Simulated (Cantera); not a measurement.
## Premixed flame

A freely propagating, adiabatic, planar premixed flame of 21.4 % H₂, 13.5 % O₂, 54.1 % N₂, 10.9 % H₂O, unburnt at 625 K and 1.70 bar; mixture-averaged transport, grid criteria slope 0.08 and curve 0.16, no radiation.

Model: the H2/O2 subset of GRI-Mech 3.0, which has no nitrogen chemistry, integrated in Cantera. Burning velocities carry a grid error of a few per cent, more on coarse grids.

```csv
z (mm),T (K),u (m/s),x H₂,x O₂,x H₂O,x H₂O₂,x OH,x H
-0.652,625,4.21,0.214,0.135,0.109,<1e-8,<1e-8,<1e-8
-0.434,625,4.21,0.214,0.135,0.109,<1e-8,<1e-8,<1e-8
-0.326,625,4.21,0.213,0.136,0.109,<1e-8,<1e-8,<1e-8
-0.217,626,4.21,0.211,0.136,0.110,1.01e-7,<1e-8,<1e-8
-0.109,667,4.40,0.193,0.138,0.115,1.84e-5,3.78e-5,5.22e-5
-0.0543,896,5.74,0.153,0.130,0.144,4.60e-5,0.000696,0.00186
0,1257,7.88,0.0932,0.101,0.211,1.61e-5,0.00259,0.0101
0.0543,1517,9.43,0.0464,0.0663,0.272,5.63e-6,0.00687,0.0165
0.109,1664,10.3,0.0279,0.0497,0.301,3.36e-6,0.0102,0.0157
0.217,1810,11.1,0.0192,0.0414,0.318,1.81e-6,0.0119,0.0103
0.434,1934,11.8,0.0134,0.0375,0.331,1.03e-6,0.0113,0.00509
0.869,2023,12.3,0.00797,0.0349,0.342,6.48e-7,0.00927,0.00205
1.74,2079,12.6,0.00397,0.0336,0.350,4.14e-7,0.00683,0.000668
```
x: mole fraction of selected species; z is measured from the peak of heat release.

```
Property                    Result
------------------------  --------
laminar burning velocity  421 cm/s
thermal thickness         0.217 mm
peak x(H₂O₂)               4.65e-5
peak x(OH)                  0.0119
peak x(H)                   0.0168
grid points                    108
```
